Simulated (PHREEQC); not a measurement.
Make-up at 65 °C: 0.082 mol/kgw (NH4)2SO4. Closed to the air; pH follows from the charge balance.

All values are PHREEQC results (ion-association model, phreeqc.dat), not measurements.

Each row changes one thing in this solution. This is a speciation only: nothing precipitates in the calculation.

| case | pH | ionic strength (mol/kgw) | SO4-2 (mol/kgw) | HSO4- (mol/kgw) |
|---|---|---|---|---|
| as made | 5.03 | 0.196 | 0.0569 | 5.18e-5 |
| diluted 2-fold with water | 5.08 | 0.104 | 0.0314 | 3.10e-5 |
| (NH4)2SO4 replaced by Fe2(SO4)3 at the same molality | 2.35 | 0.311 | 0.0601 | 0.0220 |
| 0.014 mol/kgw TMAH added | 7.41 | 0.199 | 0.0587 | 2.20e-7 |
| 0.017 mol/kgw H3PO4 added | 2.68 | 0.194 | 0.0496 | (withheld) |
| diluted 100-fold with water | 5.54 | 0.00243 | 0.000806 | (withheld) |
| (NH4)2SO4 from 0.082 to 0.0082 mol/kgw | (withheld) | 0.0230 | 0.00740 | 7.51e-6 |

Task: Fill in the missing entries.

Result: 
- 0.017 mol/kgw H3PO4 added, HSO4- (mol/kgw): 0.0101
- diluted 100-fold with water, HSO4- (mol/kgw): 5.18e-7
- (NH4)2SO4 from 0.082 to 0.0082 mol/kgw, pH: 5.21

Complexes and solids missing from the database can't appear. Some of these states are supersaturated (in Hematite (slow to form), Goethite (slow to form), for instance). (CH3)4N+ isn't in the database: it is added as a free cation with an ion size of 4 Å. Away from 25 °C the constants follow the database's enthalpies or fits; those with neither stay at their 25 °C values.
